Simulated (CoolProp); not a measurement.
A Linde-Hampson liquefier for normal hydrogen: isothermal reversible compression at 200 K from 1 atm to 15 MPa, throttling to 1 atm, return gas leaving the recuperator 5 K below the feed. Each further row changes one setting.

Computed with CoolProp (reference Helmholtz-energy equation of state, Leachman 2009).

```csv
case,compression work (kJ/kg of gas)
as stated,4210
high pressure 30 MPa,4890
warm-end temperature 230 K,4840
warm-end gap 10 K,4210
```
